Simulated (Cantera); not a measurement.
An isothermal, constant-pressure homogeneous reactor starts with 8.51 % H₂, 91.5 % O₂, equivalence ratio 0.046, at 1125 K and 0.0158 atm.

Computed with Cantera and GRI-Mech 3.0 (53 species, 325 reactions). Radical loss at walls, strong at low pressure, is not modelled. The temperature is held fixed by assumption; the heat of reaction is taken as removed at once.

x: mole fraction; the columns are a selection and need not sum to one.

```csv
t (s),x H₂,x O₂,x HO₂,x H₂O,x H₂O₂,x O,x OH
0.000300,0.0851,0.915,5.77e-9,1.92e-8,3.53e-12,1.33e-8,___
0.000998,0.0851,0.915,7.46e-8,1.11e-5,6.52e-11,6.15e-6,___
0.00332,0.00297,0.863,7.82e-6,0.0699,2.11e-7,0.0386,___
0.0111,0.00127,0.885,7.24e-6,0.0804,1.91e-7,0.0228,___
0.0368,0.000294,0.905,4.81e-6,0.0871,1.92e-7,0.00510,___
0.122,3.06e-5,0.910,1.51e-6,0.0885,1.12e-7,0.000537,___
0.408,3.19e-6,0.911,2.85e-7,0.0888,4.11e-8,5.80e-5,___
1.36,4.68e-7,0.911,5.41e-8,0.0888,1.29e-8,8.78e-6,___
4.51,9.22e-8,0.911,1.27e-8,0.0889,3.90e-9,1.77e-6,___
15.0,2.19e-8,0.911,4.57e-9,0.0889,1.18e-9,4.28e-7,___
50.0,5.99e-9,0.911,3.79e-9,0.0889,3.69e-10,1.18e-7,___
```

Problem. What belongs in the gaps?

Solution. 
- 0.000300, x OH: 7.79e-9
- 0.000998, x OH: 3.49e-6
- 0.00332, x OH: 0.00460
- 0.0111, x OH: 0.00310
- 0.0368, x OH: 0.00147
- 0.122, x OH: 0.000477
- 0.408, x OH: 0.000158
- 1.36, x OH: 6.14e-5
- 4.51, x OH: 2.76e-5
- 15.0, x OH: 1.35e-5
- 50.0, x OH: 7.10e-6
